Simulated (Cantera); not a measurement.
A perfectly stirred reactor is fed with N₂O : H₂O = 1 : 0.0064 (molar parts), at 12.8 Torr; it is held at 1023 K, and followed from long to short residence time.

Computed with Cantera and GRI-Mech 3.0 (53 species, 325 reactions). GRI-Mech 3.0 was tuned for natural gas; its chemistry of N2O as a main component is partial and can be far from experiment. Radical loss at walls, strong at low pressure, is not modelled. The mechanism lacks the step 2 NO + O2 → 2 NO2, which can matter for NO2 below about 1400 K. The temperature is held fixed by assumption; the heat of reaction is taken as removed at once.

Question: What does this change do: temperature 1023 to 1500 K?

Answer: 
| quantity | before | after |
|---|---|---|
| x(N₂O) at τ = 4.40 s | 0.992 | 0.133 |
| x(H₂O) at τ = 4.40 s | 0.00636 | 0.00448 |
| x(N₂) at τ = 4.40 s | 0.000901 | 0.511 |
| x(O) at τ = 4.40 s | 7.16e-8 | 6.53e-5 |
| x(NO) at τ = 4.40 s | 2.99e-5 | 0.128 |
| x(N₂O) at τ = 28.0 ms | 0.994 | 0.954 |
| x(H₂O) at τ = 28.0 ms | 0.00636 | 0.00623 |
| x(N₂) at τ = 28.0 ms | 5.59e-6 | 0.0236 |
| x(O) at τ = 28.0 ms | 7.04e-8 | 7.08e-5 |
| x(NO) at τ = 28.0 ms | 2.58e-7 | 0.00618 |
